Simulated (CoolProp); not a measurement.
Vapour-liquid equilibrium of R125 (1) + cyclopropane (2) at 309.3 K; x and y are mole fractions of (1).

The numbers come from the multi-fluid Helmholtz-energy mixture model, Lemmon 2005 and Polt 1992; pair parameters Bell 2016 in CoolProp. This equation is an older, rougher fit; its heat capacities, sound speeds and derivatives of the liquid may be far off and weren't checked against measurements.

| x | bubble pressure, mixture model (MPa) | bubble pressure, Raoult's law (MPa) | y, mixture model | y, Raoult's law |
|---|---|---|---|---|
| 0.05 | 1.141 | 1.011 | 0.166 | 0.090 |
| 0.15 | [?] | 1.097 | 0.347 | 0.250 |
| 0.25 | 1.557 | 1.183 | 0.447 | 0.387 |
| 0.35 | [?] | 1.269 | 0.517 | 0.504 |
| 0.45 | [?] | 1.356 | 0.574 | 0.607 |
| 0.55 | 1.815 | 1.442 | 0.631 | 0.698 |
| 0.65 | 1.860 | 1.528 | [?] | 0.778 |
| 0.75 | [?] | 1.614 | 0.761 | 0.850 |
| 0.85 | 1.886 | 1.700 | 0.843 | 0.915 |
| 0.95 | [?] | 1.786 | 0.943 | 0.973 |

### Question
What belongs in the gaps?

### Answer

- 0.15, bubble pressure, mixture model (MPa): 1.392
- 0.35, bubble pressure, mixture model (MPa): 1.670
- 0.45, bubble pressure, mixture model (MPa): 1.753
- 0.65, y, mixture model: 0.691
- 0.75, bubble pressure, mixture model (MPa): 1.885
- 0.95, bubble pressure, mixture model (MPa): 1.856

The largest gap from Raoult's law is +31.6 % in bubble pressure, at x = 0.25. y crosses x between x = 0.75 and 0.85: the model has an azeotrope there.

Pair parameters are fitted to limited data, so mixtures are less certain than the pure fluids.
